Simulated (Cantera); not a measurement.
# Ammonia decomposition in nitride growth gas

A perfectly stirred reactor is fed with NH3 : N2 = 1 : 1.7 (molar parts), at 11000 Pa; it is held at 2248 K, and followed from long to short residence time.

Computed with Cantera and the gas-phase N/H chemistry of the illustrative SiF4/NH3 mechanism in the Surface Chemkin manual (1991). Walls and surfaces, which speed up NH3 decomposition in real reactors, are not modelled.

| τ (s) | x NH3 | x H | x N | x N2H2 | x NH |
|---|---|---|---|---|---|
| 0.79 | 0.0101 | 0.00213 | 5.94e-6 | 1.33e-7 | 2.12e-5 |
| 0.39 | 0.0219 | 0.00158 | 5.62e-6 | 2.91e-7 | 2.66e-5 |
| 0.20 | 0.0417 | 0.00121 | 5.51e-6 | 5.79e-7 | 3.26e-5 |
| 0.098 | 0.0766 | 0.000895 | 5.38e-6 | 1.13e-6 | 3.97e-5 |
| 0.049 | 0.127 | 0.000642 | 5.14e-6 | 2.01e-6 | 4.61e-5 |
| 0.025 | 0.186 | 0.000439 | 4.70e-6 | 3.16e-6 | 5.07e-5 |
| 0.012 | 0.251 | 0.000270 | 3.88e-6 | 4.52e-6 | 5.22e-5 |
| 0.0061 | 0.298 | 0.000164 | 2.85e-6 | 5.56e-6 | 4.96e-5 |
| 0.0031 | 0.330 | 9.48e-5 | 1.76e-6 | 6.14e-6 | 4.40e-5 |
x: mole fraction; the columns are a selection and need not sum to one.
